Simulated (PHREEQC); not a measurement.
30 mol of Polyhalite (K2MgCa2(SO4)4:2H2O) is brought to equilibrium with 1 kg of water, with rising amounts of H3BO3, at 25 °C. The system is closed to CO2. The run lets Polyhalite, Arcanite, Brucite, Epsomite, Gypsum, Anhydrite, Hexahydrite, Kieserite, Leonite, Misenite, Portlandite, Schoenite, Syngenite, Boric_acid,s, KB5O8:4H2O, K2B4O7:4H2O precipitate or redissolve, and no other solid.

Equilibrium calculation in PHREEQC: Pitzer model, pitzer.dat.

**Question.** Predict pH at H3BO3 added (mol) = 0.0467, 0.0583, 0.07, 0.117.

**Answer.** 
| H3BO3 added (mol) | pH |
|---|---|
| 0.0467 | 5.34 |
| 0.0583 | 5.28 |
| 0.07 | 5.24 |
| 0.117 | 5.10 |

In brines, pH and single-ion activities rest on the MacInnes convention.
